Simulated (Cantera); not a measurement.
# NO annealing gas

A perfectly stirred reactor is fed with 8.33 % NO, 91.7 % N₂, at 0.380 bar; it is held at 2123 K, and followed from long to short residence time.

Model: GRI-Mech 3.0 (53 species, 325 reactions), integrated in Cantera.

| τ (s) | x NO | x O₂ | x N₂ | x N₂O | x NO₂ |
|---|---|---|---|---|---|
| 0.58 | 0.0589 | 0.0120 | 0.929 | 1.76e-6 | 1.28e-5 |
| 0.24 | 0.0732 | 0.00493 | 0.922 | 2.68e-6 | 1.10e-5 |
| 0.099 | 0.0796 | 0.00178 | 0.918 | 3.17e-6 | 8.51e-6 |
| 0.041 | 0.0819 | 0.000623 | 0.917 | 3.35e-6 | 6.80e-6 |
| 0.017 | 0.0828 | 0.000201 | 0.917 | 3.37e-6 | 5.37e-6 |
| 0.0071 | 0.0832 | 5.25e-5 | 0.917 | 3.29e-6 | 3.69e-6 |
| 0.0030 | 0.0833 | 1.03e-5 | 0.917 | 3.04e-6 | 1.95e-6 |
| 0.0012 | 0.0833 | 1.47e-6 | 0.917 | 2.51e-6 | 7.59e-7 |
| 0.00051 | 0.0833 | 2.28e-7 | 0.917 | 1.80e-6 | 2.70e-7 |
| 0.00021 | 0.0833 | 3.29e-8 | 0.917 | 1.05e-6 | 8.25e-8 |
x: mole fraction; the columns are a selection and need not sum to one.
